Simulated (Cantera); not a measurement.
Charge: 1 mol Fe3O4, 0.95 mol C, a varied amount of H2, 19 mol CO, at 1.10 bar.

These are equilibrium values from Cantera (NASA tables, ideal gas, pure condensed phases), not measurements of a reactor. Candidate condensed phases: C, C6H6, C7H8, C8H18, Fe, Fe(CO)5, FeO, Fe(OH)2, Fe(OH)3, Fe2O3, Fe3O4, H2O; 114 gas species. Each liquid is taken as pure. Mutual solubility and eutectic melting of coexisting phases are not modelled. The tables' stoichiometric FeO is somewhat more stable than real wüstite, so its field is too wide. FeO: taken at fixed stoichiometry. Kinetics and transport are ignored.

Stable condensed phases, one row left out:

```
T in °C \ n(H2) in mol
          0.2 0.28 0.38 0.53 0.73    1  1.4  1.9  2.6  3.6    5  6.9  9.6
   1925     A    A    A    A    A    A    A    A    A    A    B    B    B
   1850     A    A    A    A    A    A    A    A    A    A    B    B    B
   1775     A    A    A    A    A    A    A    A    A    A    B    B    B
   1700     A    A    A    A    A    A    A    A    A    A    B    B    B
   1625     A    A    A    A    A    A    A    A    A    B    B    B    B
   1550     A    A    A    A    A    A    A    A    A    B    B    B    B
   1475     A    A    A    A    A    A    A    A    B    B    B    B    B
   1325     A    A    A    A    A    A    B    B    B    B    B    B    B
   1250     A    A    A    A    A    A    B    B    B    B    B    B    B
   1175     A    A    A    A    B    B    B    B    B    B    B    B    B
   1100     A    B    B    B    B    B    B    B    B    B    B    B    B
```

A: Fe + FeO; B: Fe.

Question: Give the row for 1400 °C.

Answer: 0.2: Fe + FeO; 0.28: Fe + FeO; 0.38: Fe + FeO; 0.53: Fe + FeO; 0.73: Fe + FeO; 1: Fe + FeO; 1.4: Fe + FeO; 1.9: Fe; 2.6: Fe; 3.6: Fe; 5: Fe; 6.9: Fe; 9.6: Fe.
